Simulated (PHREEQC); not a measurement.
## Acid mine or pickling water: speciation

A made-up water analysis in mmol/kgw, 25 °C, pH 1.89, pe 8.2: Na 1.87; K 0.104; Ca 4.56; Mg 0.0111; Cl 0.942; S(6) 20.2; Cd 0.00479; Li 0.0231; Zn 0.25; Fe(3) 1.86.

Valence states are taken as typed.

All values are PHREEQC results (ion-association model, phreeqc.dat), not measurements.

The ionic strength comes out as 0.0398 mol/kgw. The total alkalinity is -25.9 meq/kg and the charge-balance error is -3.6 %.

```json
[
 {"species": "H+", "molality": "0.0149", "activity": "0.0129", "log γ": "-0.064"},
 {"species": "SO4-2", "molality": "0.00961", "activity": "0.00473", "log γ": "-0.308"},
 {"species": "HSO4-", "molality": "0.00710", "activity": "0.00592", "log γ": "-0.079"},
 {"species": "Ca+2", "molality": "0.00312", "activity": "0.00156", "log γ": "-0.300"},
 {"species": "Na+", "molality": "0.00183", "activity": "0.00153", "log γ": "-0.077"},
 {"species": "FeSO4+", "molality": "0.00150", "activity": "0.00126", "log γ": "-0.077"}
]
```

No solid was allowed to form. The solution is supersaturated, for example in Hematite (slow to form), Goethite (slow to form), so a real one may precipitate; this is no full list.
